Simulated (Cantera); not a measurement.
A Cantera script and what it prints.

```python
import numpy as np
import cantera as ct

gas_names = [...]  # 123 gases of nasa_gas.yaml made of C, H, O, Si
cond_names = """
    C(gr) C6H6(L) C7H8(L) C8H18(L),n-octa H2O(s) H2O(L) Si(cr) Si(L) SiC(b) SiO2(Lqz) SiO2(hqz) SiO2(L)
""".split()


# ... load() reads the species with a 1 bar reference pressure and builds the phases ...
atoms = {
    'SiO2': {'Si': 1, 'O': 2},
    'CH4': {'C': 1, 'H': 4},
    'CO': {'C': 1, 'O': 1},
}
top_T = {'C(gr)': 4500, 'SiC(b)': 3050}  # K; cautious upper limits of use, not melting points


# ... equilibrate(T, P, feed) seeds the gas with the atoms and calls Mixture.equilibrate('TP', solver="vcs", rtol=1e-11, max_steps=5000) ...
results = []
T = 1325  # K
P = 49  # Pa
for m in [0.46, 0.59, 0.76, 0.99, 1.3, 1.6, 2.1, 2.7, 3.5, 4.5, 5.9]:
    feed = {'SiO2': 1, 'CH4': m, 'CO': 2}  # mol
    mix = equilibrate(T, P, feed)
    results.append((T, P, feed, dict(zip(mix.species_names, mix.species_moles))))

top = {s: max(r[3][s] / sum(r[3][g] for g in gas_names) for r in results) for s in gas_names}
cols = sorted((s for s in top if top[s] > 0.001), key=lambda s: -top[s])[:8]
seen = [c for c in cond_names if any(r[3].get(c, 0) > 1e-12 for r in results)]
print("log10 of partial pressures in bar; condensed amounts in mol")
print(f"{'n(CH4)':>10s}" + "".join(f"{s[:9]:>10s}" for s in cols + seen))
for T, P, feed, n in results:
    ng = sum(n[g] for g in gas_names)
    print(f"{feed['CH4']:10.4g}" + "".join(f"{np.log10(max(n[s] / ng * P / 1e5, 1e-99)):10.3f}" for s in cols)
          + "".join(f"{n.get(c, 0):10.4g}" for c in seen))
```

Result:

```
log10 of partial pressures in bar; condensed amounts in mol
    n(CH4)        H2        CO       SiO     C(gr)    SiC(b) SiO2(hqz)
      0.46    -3.856    -3.456    -5.951         0    0.1509    0.8417
      0.59    -3.792    -3.485    -5.942         0    0.1939    0.7978
      0.76    -3.734    -3.516    -5.931         0    0.2501    0.7402
      0.99    -3.681    -3.552    -5.919         0    0.3262    0.6624
       1.3    -3.634    -3.591    -5.906         0    0.4287    0.5574
       1.6    -3.603    -3.621    -5.896         0    0.5279    0.4558
       2.1    -3.569    -3.660    -5.884         0    0.6932    0.2864
       2.7    -3.543    -3.694    -5.872         0    0.8916   0.08312
       3.5    -3.506    -3.750    -6.819    0.5068    0.9966         0
       4.5    -3.470    -3.822    -6.891     1.507    0.9966         0
       5.9    -3.437    -3.907    -6.976     2.907    0.9966         0
```

Cantera equilibrium calculation (NASA polynomials, part measured and part estimated; ideal gas, pure solids and liquids). Mutual solubility and eutectic melting of coexisting phases are not modelled. The tables hold silica as quartz up to 1696 K and as liquid above; real silica turns to tridymite and cristobalite and melts near 1996 K.
